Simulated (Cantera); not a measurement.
Feed: 1 mol SiH2Cl2, 0.0049 mol C3H8, 2.9 mol H2, held at 2398 K and 10.0 mbar.

Equilibrium computed with Cantera from the NASA thermochemical tables; the gas is ideal and each condensed phase is pure. Candidate condensed phases: C, C6H6, C7H8, C8H18, Si, SiC; 109 gas species. The tables' values for SiCl, SiCl3 are old estimates; treat these amounts as uncertain. Gases not in the tables: Si2H6 and higher silanes. The numbers say what is thermodynamically allowed, not how fast it happens.

Base state: H2 0.504, HCl 0.190, H 0.112, Si 0.0937, SiCl2 0.0500, Cl 0.0300, SiCl 0.0150, Si2C 0.00212 (mole fractions); condensed: gas only.

### Question
What changes in the equilibrium state with this change: temperature from 2398 K to 1950 K?

### Answer
```csv
species,before,after
H2,0.504,0.697
HCl,0.190,0.175
SiCl2,0.0500,0.111
H,0.112,0.00957
Si,0.0937,0.00238
Cl,0.0300,0.00180
SiCl,0.0150,0.00190
SiC2,0.000141,1.60e-7
Si2,0.000934,2.18e-5
"Si(l), mol",0,0.407
"SiC(s), mol",0,0.0144
```
Mutual solubility and eutectic melting of coexisting phases are not modelled.

### Question
What changes in the equilibrium state with this change: H2 from 2.9 to 540 mol?

### Answer
| species | before | after |
|---|---|---|
| H2 | 0.504 | 0.850 |
| H | 0.112 | 0.145 |
| HCl | 0.190 | 0.00304 |
| Si | 0.0937 | 0.00165 |
| SiCl2 | 0.0500 | 1.35e-7 |
| SiCl | 0.0150 | 3.26e-6 |
| Cl | 0.0300 | 0.000371 |
| SiCl3 | 9.64e-5 | <1e-9 |
| Si3 | 7.34e-5 | <1e-9 |
